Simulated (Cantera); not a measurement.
What does this Cantera script print?

```python
import numpy as np
import cantera as ct

gas = ct.Solution("h2o2.yaml")
gas.TPX = 373, 420000, {'H2': 1, 'O2': 0.455, 'N2': 2.1}
flame = ct.FreeFlame(gas, width=0.015)
flame.set_refine_criteria(ratio=3, slope=0.08, curve=0.16)
flame.transport_model = "mixture-averaged"
flame.solve(loglevel=0, auto=True)
z, T = flame.grid, flame.T
thick = (T[-1] - T[0]) / np.gradient(T, z).max()
show = ['H2', 'O2', 'H2O2', 'O', 'OH', 'HO2']
print(f"laminar burning velocity  {flame.velocity[0] * 100:.3f} cm/s")
print(f"burnt temperature         {T[-1]:.1f} K")
print(f"thermal thickness         {thick * 1e3:.4f} mm")
print(f"grid points               {len(z)}")
z0 = z[flame.heat_release_rate.argmax()]
print(f"{'z/mm':>9s}{'T/K':>9s}{'u/(m/s)':>9s}" + "".join(f"{s:>11s}" for s in show))
rows = []
for k in (-3, -2, -1.5, -1, -0.5, -0.25, 0, 0.25, 0.5, 1, 2, 4, 8):
    zz = z0 + k * thick
    rows.append([k * thick, np.interp(zz, z, T), np.interp(zz, z, flame.velocity),
                 *(np.interp(zz, z, flame.X[gas.species_index(s)]) for s in show)])
    print(f"{rows[-1][0] * 1e3:9.3f}{rows[-1][1]:9.1f}{rows[-1][2]:9.3f}" + "".join(f"{x:11.3e}" for x in rows[-1][3:]))
```

Result:

```
laminar burning velocity  244.499 cm/s
burnt temperature         2303.8 K
thermal thickness         0.0668 mm
grid points               112
     z/mm      T/K  u/(m/s)         H2         O2       H2O2          O         OH        HO2
   -0.200    373.0    2.445  2.813e-01  1.280e-01  1.902e-11  1.215e-11  5.521e-14  1.055e-10
   -0.134    373.0    2.445  2.811e-01  1.280e-01  9.581e-10  3.484e-10  1.685e-12  5.092e-09
   -0.100    373.3    2.444  2.804e-01  1.282e-01  2.086e-08  4.196e-09  4.832e-11  1.089e-07
   -0.067    375.6    2.449  2.771e-01  1.288e-01  4.135e-07  4.769e-08  4.754e-09  2.137e-06
   -0.033    438.9    2.777  2.512e-01  1.319e-01  3.619e-05  2.808e-06  1.001e-05  2.280e-04
   -0.017    751.5    4.576  2.035e-01  1.238e-01  1.338e-04  1.433e-04  7.413e-04  8.265e-04
    0.000   1211.9    7.200  1.395e-01  9.234e-02  4.712e-05  1.536e-03  1.961e-03  3.459e-04
    0.017   1534.6    9.035  8.453e-02  5.254e-02  6.344e-06  3.736e-03  4.764e-03  1.571e-04
    0.033   1716.4   10.065  5.556e-02  2.803e-02  3.282e-06  4.459e-03  7.627e-03  7.423e-05
    0.067   1889.5   11.013  4.053e-02  1.349e-02  1.803e-06  3.890e-03  9.940e-03  3.044e-05
    0.134   2033.4   11.765  3.571e-02  8.388e-03  1.003e-06  2.445e-03  9.591e-03  1.557e-05
    0.267   2142.7   12.315  3.143e-02  5.156e-03  6.060e-07  1.262e-03  7.837e-03  7.782e-06
    0.535   2214.9   12.667  2.749e-02  2.880e-03  3.714e-07  5.917e-04  5.814e-03  3.544e-06
```

Cantera simulation using the H2/O2 subset of GRI-Mech 3.0, which has no nitrogen chemistry; the numbers are that mechanism's predictions, not measurements. The hydrogen kinetics of GRI-Mech 3.0 are dated; newer H2 mechanisms differ, most at raised pressure. Burning velocities carry a grid error of a few per cent, more on coarse grids.
